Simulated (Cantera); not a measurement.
Cantera run, input and output.

```python
import numpy as np
import cantera as ct

gas = ct.Solution("gri30.yaml")
gas.TP = 300, 42000
flame = ct.CounterflowDiffusionFlame(gas, width=0.02)
flame.fuel_inlet.X, flame.fuel_inlet.T = {'CH4': 1}, 425
flame.oxidizer_inlet.X, flame.oxidizer_inlet.T = {'O2': 0.27, 'N2': 0.73}, 325
flame.set_refine_criteria(ratio=3, slope=0.12, curve=0.24, prune=0.03)
show = ['OH', 'H', 'NO', 'CO', 'C2H2']

rows = []
print(f"{'mdot':>8s}{'a_max':>10s}{'a_mean':>10s}{'Tmax/K':>9s}" + "".join(f"{s:>11s}" for s in show) + "   (peak mole fractions)")
for i, mdot in enumerate([0.1, 0.14, 0.18, 0.23, 0.3, 0.38, 0.5, 0.65]):  # kg/m2/s on the oxidiser side
    flame.oxidizer_inlet.mdot, flame.fuel_inlet.mdot = mdot, 0.74 * mdot
    flame.solve(loglevel=0, auto=(i == 0))
    if flame.T.max() < max(425, 325) + 100:
        print(f"{mdot:8.3g}  no burning solution found from the previous one")
        break
    dT = np.abs(np.gradient(flame.T, flame.grid))
    rows.append([flame.strain_rate("max"), flame.strain_rate("mean"), flame.T.max(),
                 *(flame.X[gas.species_index(s)].max() for s in show), max(dT[0], dT[-1]) / dT.max()])
    print(f"{mdot:8.3g}{rows[-1][0]:10.1f}{rows[-1][1]:10.1f}{rows[-1][2]:9.1f}" + "".join(f"{x:11.3e}" for x in rows[-1][3:-1]))
```

It prints:

```
    mdot     a_max    a_mean   Tmax/K         OH          H         NO         CO       C2H2   (peak mole fractions)
     0.1     188.2      30.5   2184.7  1.327e-02  8.592e-03  3.303e-04  8.319e-02  1.842e-02
    0.14     250.8      42.6   2168.8  1.296e-02  8.821e-03  3.006e-04  8.159e-02  1.779e-02
    0.18     309.9      54.8   2157.3  1.271e-02  8.987e-03  2.775e-04  8.042e-02  1.727e-02
    0.23     381.8      70.1   2147.6  1.251e-02  9.164e-03  2.553e-04  7.953e-02  1.681e-02
     0.3     476.8      91.4   2137.9  1.230e-02  9.349e-03  2.308e-04  7.872e-02  1.630e-02
    0.38     577.7     115.8   2125.9  1.202e-02  9.444e-03  2.062e-04  7.796e-02  1.567e-02
     0.5     721.3     152.3   2110.6  1.164e-02  9.503e-03  1.769e-04  7.728e-02  1.485e-02
    0.65     891.0     198.0   2094.8  1.122e-02  9.501e-03  1.484e-04  7.682e-02  1.389e-02
```

Computed with Cantera and GRI-Mech 3.0 (53 species, 325 reactions). GRI-Mech 3.0 has no aromatics or soot, which form on the fuel side of real flames. The maximum strain rate includes the flame's own expansion and is several times the mean.
